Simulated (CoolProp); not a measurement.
Vapour-liquid equilibrium of propane (1) + benzene (2) at 314.7 K; x and y are mole fractions of (1).

Values from CoolProp's multi-fluid Helmholtz-energy mixture model, Lemmon 2009 and Thol 2012; pair parameters Bell 2016.

Task: Give the bubble pressure and the first vapour's composition at x = 0.05, 0.15, 0.35. Is there an azeotrope?

Result: x = 0.05: 0.1478 MPa, y = 0.825; x = 0.15: 0.3462 MPa, y = 0.927; x = 0.35: 0.6308 MPa, y = 0.962. No azeotrope shows between x = 0.05 and 0.95.

The pair parameters rest on a limited set of measurements; away from them the model extrapolates. The gap from Raoult's law changes sign with composition, which may be real or a fault of the pair parameters; it wasn't checked against measurements. With so large a gap from Raoult's law the liquid may split in two, which this calculation doesn't test in full.
